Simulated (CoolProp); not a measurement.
Computed with CoolProp (reference Helmholtz-energy equation of state, Thol 2016).

Question: For hexamethyldisiloxane (MM), give the phase and the speed of sound (m/s), Joule-Thomson coefficient (K/MPa) at 279.45 °C and 0.00305 MPa; 279.45 °C and 0.00695 MPa; 279.45 °C and 0.0819 MPa.

Answer: 
- 279.45 °C and 0.00305 MPa: gas; speed of sound 170, Joule-Thomson coefficient 7.07
- 279.45 °C and 0.00695 MPa: gas; speed of sound 170, Joule-Thomson coefficient 7.08
- 279.45 °C and 0.0819 MPa: gas; speed of sound 168, Joule-Thomson coefficient 7.19
